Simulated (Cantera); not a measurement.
**Premixed flame**

A freely propagating, adiabatic, planar premixed flame of H2 : O2 : N2 = 1 : 0.455 : 1.71 (molar parts), unburnt at 375 K and 1.01 bar; mixture-averaged transport, grid criteria slope 0.08 and curve 0.16, no radiation.

Computed with Cantera and the H2/O2 subset of GRI-Mech 3.0, which has no nitrogen chemistry. Burning velocities carry a grid error of a few per cent, more on coarse grids.

| z (mm) | T (K) | u (m/s) | x H2 | x O2 | x H2O | x O | x HO2 | x H2O2 |
|---|---|---|---|---|---|---|---|---|
| -1.13 | 375 | 3.62 | 0.316 | 0.144 | <1e-8 | <1e-8 | <1e-8 | <1e-8 |
| -0.751 | 375 | 3.62 | 0.316 | 0.144 | <1e-8 | <1e-8 | <1e-8 | <1e-8 |
| -0.563 | 375 | 3.62 | 0.316 | 0.144 | <1e-8 | <1e-8 | <1e-8 | <1e-8 |
| -0.375 | 375 | 3.62 | 0.316 | 0.144 | 9.81e-8 | <1e-8 | 2.20e-8 | <1e-8 |
| -0.188 | 385 | 3.69 | 0.311 | 0.145 | 0.000181 | 8.84e-7 | 5.87e-5 | 3.67e-6 |
| -0.0939 | 636 | 5.90 | 0.274 | 0.141 | 0.0179 | 0.000147 | 0.000351 | 8.70e-5 |
| 0 | 1133 | 10.1 | 0.181 | 0.108 | 0.0987 | 0.00334 | 0.000113 | 1.12e-5 |
| 0.0939 | 1474 | 13.0 | 0.0904 | 0.0502 | 0.203 | 0.00880 | 4.48e-5 | 3.57e-6 |
| 0.188 | 1641 | 14.4 | 0.0614 | 0.0267 | 0.243 | 0.00980 | 2.16e-5 | 2.14e-6 |
| 0.375 | 1806 | 15.7 | 0.0554 | 0.0185 | 0.260 | 0.00870 | 1.27e-5 | 1.10e-6 |
| 0.751 | 1967 | 16.9 | 0.0540 | 0.0146 | 0.272 | 0.00662 | 8.39e-6 | 5.75e-7 |
| 1.50 | 2117 | 18.0 | 0.0506 | 0.0109 | 0.285 | 0.00446 | 5.25e-6 | 3.35e-7 |
| 3.00 | 2244 | 18.9 | 0.0459 | 0.00749 | 0.299 | 0.00268 | 3.14e-6 | 2.22e-7 |
x: mole fraction of selected species; z is measured from the peak of heat release.

```
Item                        Result
------------------------  --------
laminar burning velocity  362 cm/s
thermal thickness         0.375 mm
peak x(O)                  0.00982
peak x(HO2)               0.000473
peak x(H2O2)               8.70e-5
grid points                    119
```
